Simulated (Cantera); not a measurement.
Charge: 1 mol Fe2O3, 19 mol HCl, 0.24 mol H2, at 600 °C and 9.90 Pa.

These are equilibrium values from Cantera (NASA tables, ideal gas, pure condensed phases), not measurements of a reactor. Candidate condensed phases: Fe, FeCl2, FeCl3, FeO, Fe(OH)2, Fe(OH)3, Fe2O3, Fe3O4, H2O; 22 gas species. Condensed phases not in the tables: FeOCl. Kinetics and transport are ignored.

Problem. What is the equilibrium state?

Solution. 
```
Quantity                                   Value
-------------------------------------  ---------
x(HCl)                                     0.956
x(H2O)                                    0.0282
x(FeCl2)                                  0.0150
x(FeCl3)                                0.000463
x(Cl)                                    7.15e-6
x(Fe2Cl4)                                3.11e-6
x(Cl2)                                   2.56e-6
n(Fe2O3(s))                            0.564 mol
n(Fe3O4(s))                            0.192 mol
gas amount                             19.24 mol
log10 activity of FeCl2(s) (absent)        -2.84
log10 activity of Fe(α) (absent)           -7.12
log10 activity of Fe(OH)2(s) (absent)     -11.38
```
